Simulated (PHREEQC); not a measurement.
0.048 g of hydrous ferric oxide (600 m²/g; 0.2 weak and 0.005 strong sites per Fe, Dzombak-Morel constants, diffuse double layer) in 1 kg of water with 0.005 mol/kgw of an inert sodium salt, at 25 °C; the pH is set by adding NaOH or the inert anion's acid. Oxygen is held at 0.21 atm. No CO2 enters from the air. Precipitation was switched off in this run.

Base run: PHREEQC, ion-association model, wateq4f.dat. Each further column changes one thing. The table gives surface charge σ (C/m²).

```csv
pH,base,background salt from 0.005 to 0.0005 mol/kgw,oxide from 0.048 to 0.24 g/kgw,6.4e-05 mol/kgw BaCl2 added
3,0.302,0.238,0.304,0.304
4,0.182,0.097,0.183,0.184
5,0.090,0.038,0.090,0.091
6,0.038,0.014,0.038,0.038
7,0.013,0.004,0.013,0.013
8,0.001,0.000,0.001,0.002
9,-0.009,-0.003,-0.009,-0.008
10,-0.030,-0.012,-0.030,-0.018
11,-0.081,-0.049,-0.081,-0.025
```

The oxide is taken as insoluble; below pH 4 it would dissolve.
